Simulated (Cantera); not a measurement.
**C + O2 (carbon deposition, reforming and gasification)**

Feed: 1 mol C, a varied amount of O2, held at 2800 K and 0.100 bar.

Equilibrium computed with Cantera from the NASA thermochemical tables; the gas is ideal and each condensed phase is pure. Candidate condensed phases: C; 12 gas species. Kinetics and transport are ignored.

| n(O2) (mol) | x CO | x O2 | x CO2 | x O | x C3 | x C | n C(graphite) |
|---|---|---|---|---|---|---|---|
| 0.24 | 1.000 | <1e-12 | 1.81e-7 | 1.49e-8 | 0.000316 | 6.59e-5 | 0.519 |
| 0.28 | 1.000 | <1e-12 | 1.81e-7 | 1.49e-8 | 0.000316 | 6.59e-5 | 0.439 |
| 0.34 | 1.000 | <1e-12 | 1.81e-7 | 1.49e-8 | 0.000316 | 6.59e-5 | 0.319 |
| 0.4 | 1.000 | <1e-12 | 1.81e-7 | 1.49e-8 | 0.000316 | 6.59e-5 | 0.199 |
| 0.47 | 1.000 | <1e-12 | 1.81e-7 | 1.49e-8 | 0.000316 | 6.59e-5 | 0.0590 |
| 0.55 | 0.903 | 0.00213 | 0.0868 | 0.00792 | <1e-12 | 1.12e-10 | 0 |
| 0.65 | 0.734 | 0.0207 | 0.220 | 0.0247 | <1e-12 | 2.92e-11 | 0 |
| 0.77 | 0.583 | 0.0646 | 0.309 | 0.0436 | <1e-12 | 1.31e-11 | 0 |
| 0.91 | 0.464 | 0.128 | 0.346 | 0.0615 | <1e-12 | 7.40e-12 | 0 |
| 1.1 | 0.362 | 0.212 | 0.347 | 0.0791 | <1e-12 | 4.49e-12 | 0 |
| 1.3 | 0.293 | 0.287 | 0.328 | 0.0920 | <1e-12 | 3.13e-12 | 0 |
| 1.5 | 0.247 | 0.348 | 0.304 | 0.101 | <1e-12 | 2.39e-12 | 0 |
x: gas mole fraction; n: condensed amount in mol.

From 0.24 mol O2 to 0.47 mol O2 the condensed part is C(graphite). From 0.55 mol O2 to 1.5 mol O2 nothing is condensed. The main C-bearing gas is CO at 0.24 mol O2 and CO2 at 1.5 mol O2.
